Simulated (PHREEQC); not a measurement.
Consider water at 25 °C with 0.1 mol/kgw NaHF2. Closed to the air; pH follows from the charge balance.

Computed with PHREEQC (ion-association model, phreeqc.dat).

Each row changes one thing in this solution. No solid was allowed to form.

```csv
case,pH,ionic strength (mol/kgw),HF (mol/kgw),F- (mol/kgw),HF2- (mol/kgw)
as made,3.05,0.0986,0.0766,0.0762,0.0223
0.006 mol/kgw ZnBr2 added,3.03,0.114,0.0768,0.0751,0.0221
0.002 mol/kgw H4SiO4 added,?,0.101,0.0708,0.0744,0.0202
temperature from 25 to 35 °C,3.12,0.0985,?,0.0752,0.0233
NaHF2 from 0.1 to 0.01 mol/kgw,3.19,0.0107,0.00894,0.0103,0.000354
diluted 100-fold with water,3.48,0.00135,0.000648,?,3.34e-6
NaHF2 replaced by KHF2 at the same molality,3.06,0.101,0.0761,0.0783,0.0228
diluted 10-fold with water,3.19,0.0107,0.00894,0.0103,0.000354
temperature from 25 to 65 °C,3.37,0.0982,0.0751,0.0739,0.0243
```

Q: Fill in the missing entries.

A: 
- 0.002 mol/kgw H4SiO4 added, pH: 3.07
- temperature from 25 to 35 °C, HF (mol/kgw): 0.0758
- diluted 100-fold with water, F- (mol/kgw): 0.00134

At this temperature some constants are extrapolated from 25 °C, and those without enthalpy data are left unchanged.
